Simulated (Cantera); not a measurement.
An isothermal, constant-pressure homogeneous reactor starts with 7.14 % C2H6, 92.9 % N2, at 1075 K and 2.10 Torr.

Cantera simulation using GRI-Mech 3.0 (53 species, 325 reactions); the numbers are that mechanism's predictions, not measurements. GRI-Mech 3.0 stops at C3 and has no aromatics, soot or wall deposition, so with more carbon than oxygen in the feed, carbon stays in small species such as C2H2 where larger ones or solid carbon would form. Radical loss at walls, strong at low pressure, is not modelled.

One state of this run: x C2H6 = 0.0690; x CH2 = 5.46e-10; x H = 1.30e-6; x HCN = 5.98e-12; x C2H2 = 4.42e-6; x CH4 = 0.000237; x CH3 = 3.62e-5. x: mole fraction; the columns are a selection and need not sum to one.

### Question
Which value of t (s) does it belong to?
A) 0.0190
B) 0.00342
C) 0.000616
D) 0.585

### Answer
D, 0.585
